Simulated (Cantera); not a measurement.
A closed system holds: 1 mol B, 0.68 mol NH3, 1.7 mol N2, at 2100 °C and 1.33 mbar.

These are equilibrium values from Cantera (NASA tables, ideal gas, pure condensed phases), not measurements of a reactor. The tables' values for BH2 are old estimates; treat these amounts as uncertain. Equilibrium is a limit: real reactors are often held back by kinetics, nucleation or transport.

```
species       before     after
----------  --------  --------
N2             0.596     0.584
H2             0.210     0.357
H              0.175    0.0587
B             0.0180  0.000636
BN          0.000244   1.43e-5
BH          0.000217   2.07e-5
BH2         0.000577  0.000300
B(l), mol      0.935         0
BN(s), mol         0     0.997
```
Gas species are given as mole fractions.

Q: Name the change that produced these shifts.
A. temperature from 2100 °C to 1850 °C
B. pressure from 1.33 mbar to 13.3 mbar
C. pressure from 1.33 mbar to 0.970 bar
D. pressure from 1.33 mbar to 0.250 bar

A: A, temperature from 2100 °C to 1850 °C
